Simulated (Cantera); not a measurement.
Input: 1 mol MgO, 0.6 mol HCl, a varied amount of H₂, at 777 °C and 0.210 bar.

Equilibrium computed with Cantera from the NASA thermochemical tables; the gas is ideal and each condensed phase is pure. Candidate condensed phases: H₂O, Mg, MgCl₂, MgO, Mg(OH)₂; 22 gas species. Mutual solubility and eutectic melting of coexisting phases are not modelled. Equilibrium is a limit: real reactors are often held back by kinetics, nucleation or transport.

Problem. Which condensed phases are stable at each of these points (n(H₂) (mol)): 0.34, 0.92, 1.5, 2.1, 2.7, 3.2, 3.8, 4.4?

Solution. 
```
n(H₂) (mol)   condensed phases  Mg condensed (%)
-----------  -----------------  ----------------
0.34         MgCl₂(l) + MgO(s)              99.7
0.92                    MgO(s)              99.6
1.5                     MgO(s)              99.6
2.1                     MgO(s)              99.6
2.7                     MgO(s)              99.6
3.2                     MgO(s)              99.6
3.8                     MgO(s)              99.6
4.4                     MgO(s)              99.6
```

At 0.34 mol H₂ the condensed part is MgCl₂(l) + MgO(s). From 0.92 mol H₂ to 4.4 mol H₂ the condensed part is MgO(s).
